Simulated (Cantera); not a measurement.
Mixture: 12.3 % CH4, 3.80 % CO, 17.7 % O2, 66.3 % N2, at 15.0 bar, adiabatic and at constant pressure. Ignition delay is the time to a rise of 400 K.

Computed with Cantera and GRI-Mech 3.0 (53 species, 325 reactions). The pressure lies above the range GRI-Mech 3.0 was tuned for (to about 10 atm).

Q: Predict: delay at 1023 K; delay at 1123 K; delay at 1223 K; delay at 1323 K; delay at 1423 K; apparent activation energy between 1373 and 1473 K.

A: 
```
Item                                                     Value
--------------------------------------------------  ----------
delay at 1023 K                                        95.1 ms
delay at 1123 K                                        17.7 ms
delay at 1223 K                                        4.27 ms
delay at 1323 K                                        1.23 ms
delay at 1423 K                                       0.400 ms
apparent activation energy between 1373 and 1473 K  180 kJ/mol
```
